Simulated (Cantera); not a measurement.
Charge: 1 mol Si, a varied amount of Br2, 0.19 mol N2, equilibrated at 1648 K and 98.0 Pa.

Cantera equilibrium calculation (NASA polynomials, part measured and part estimated; ideal gas, pure solids and liquids). Candidate condensed phases: Br2, Si, Si3N4; 13 gas species. Equilibrium is a limit: real reactors are often held back by kinetics, nucleation or transport.

### Question
Which condensed phases are stable at each of these points (n(Br2) (mol)): 0.78, 1.2, 1.7, 2.5, 3.7, 5.5, 8.2?

### Answer
```tsv
n(Br2) (mol)	condensed phases	Si condensed (%)
0.78	Si(s)	26.4
1.2	gas only	0.0
1.7	gas only	0.0
2.5	gas only	0.0
3.7	gas only	0.0
5.5	gas only	0.0
8.2	gas only	0.0
```

At 0.78 mol Br2 the condensed part is Si(s). From 1.2 mol Br2 to 8.2 mol Br2 nothing is condensed.
